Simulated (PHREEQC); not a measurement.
A solution holds 0.067 mol/kgw CsF, at 20 °C. Closed to the air; pH follows from the charge balance.

Model: ion-association model, wateq4f.dat, run in PHREEQC.

Precipitation was switched off in this run.

Problem. What pH does the model give?

Solution. pH 8.01.
